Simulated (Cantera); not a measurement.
Ammonia decomposition in nitride growth gas

An isothermal, constant-pressure homogeneous reactor starts with NH3 : N2 = 1 : 3.5 (molar parts), at 1700 K and 1600 Pa.

Computed with Cantera and the gas-phase N/H chemistry of the illustrative SiF4/NH3 mechanism in the Surface Chemkin manual (1991). Walls and surfaces, which speed up NH3 decomposition in real reactors, are not modelled.

| t (s) | x NH3 | x H | x NH2 | x H2 | x N2H4 | x N2H2 | x N |
|---|---|---|---|---|---|---|---|
| 2.00e-6 | 0.222 | 1.52e-9 | 1.65e-9 | 6.42e-11 | <1e-12 | <1e-12 | <1e-12 |
| 8.69e-6 | 0.222 | 5.79e-9 | 8.00e-9 | 1.10e-9 | <1e-12 | <1e-12 | <1e-12 |
| 3.77e-5 | 0.222 | 1.51e-8 | 4.47e-8 | 1.48e-8 | <1e-12 | <1e-12 | <1e-12 |
| 0.000164 | 0.222 | 1.91e-8 | 2.41e-7 | 1.11e-7 | <1e-12 | <1e-12 | <1e-12 |
| 0.000711 | 0.222 | 1.92e-8 | 1.11e-6 | 5.45e-7 | <1e-12 | 9.73e-12 | <1e-12 |
| 0.00309 | 0.222 | 1.92e-8 | 4.88e-6 | 2.44e-6 | 3.07e-12 | 3.22e-10 | <1e-12 |
| 0.0134 | 0.222 | 2.11e-8 | 2.12e-5 | 1.10e-5 | 5.96e-11 | 7.63e-9 | 1.69e-11 |
| 0.0583 | 0.222 | 6.78e-8 | 9.11e-5 | 8.30e-5 | 1.10e-9 | 1.70e-7 | 3.08e-10 |
| 0.253 | 0.220 | 1.20e-6 | 0.000237 | 0.00214 | 7.49e-9 | 1.32e-6 | 9.29e-9 |
| 1.10 | 0.210 | 6.16e-6 | 0.000203 | 0.0154 | 5.48e-9 | 1.22e-6 | 6.55e-8 |
| 4.77 | 0.174 | 2.03e-5 | 0.000149 | 0.0593 | 2.96e-9 | 7.96e-7 | 1.55e-7 |
| 20.7 | 0.0944 | 5.69e-5 | 8.66e-5 | 0.157 | 9.98e-10 | 2.96e-7 | 1.74e-7 |
| 90.0 | 0.0178 | 0.000136 | 2.43e-5 | 0.251 | 7.85e-11 | 2.91e-8 | 1.27e-7 |
x: mole fraction; the columns are a selection and need not sum to one.

Equilibrium at this temperature and pressure: NH3 6.99e-8, H 0.000612, NH2 3.98e-10, H2 0.272, N2H4 <1e-12, N2H2 <1e-12, N 3.73e-11 (gas phase only).
